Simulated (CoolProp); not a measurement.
Water along the isobar 100 MPa: Z from the reference equation and from simpler models built on Tc = 647.1 K, pc = 22.06 MPa, ω = 0.344; each cubic takes its own stable root.

The numbers come from the reference Helmholtz-energy equation of state, Wagner 2002 in CoolProp.

| T (K) | phase | reference |
|---|---|---|
| 386.6 | liquid | 0.5655 |
| 412.9 | liquid | 0.5396 |
| 439.3 | liquid | 0.5180 |
| 465.7 | liquid | 0.5002 |
| 492.1 | liquid | 0.4857 |
| 518.5 | liquid | 0.4742 |
| 544.9 | liquid | 0.4655 |
| 571.3 | liquid | 0.4596 |
| 597.7 | liquid | 0.4564 |
| 624.1 | liquid | 0.4562 |
| 650.5 | supercritical | 0.4591 |
| 676.8 | supercritical | 0.4657 |

**Question.** How far does each simpler model (van der Waals, Redlich-Kwong, Soave-Redlich-Kwong, Peng-Robinson) lie from the reference over these 12 states: mean and median of the absolute difference, and the worst?

**Answer.** 
- van der Waals: mean 93.3 %, median 95.8 %, worst +102.5 % at 386.6 K and 100 MPa
- Redlich-Kwong: mean 42.9 %, median 43.1 %, worst +43.9 % at 571.3 K and 100 MPa
- Soave-Redlich-Kwong: mean 40.0 %, median 39.7 %, worst +43.1 % at 676.8 K and 100 MPa
- Peng-Robinson: mean 25.0 %, median 24.4 %, worst +29.1 % at 676.8 K and 100 MPa
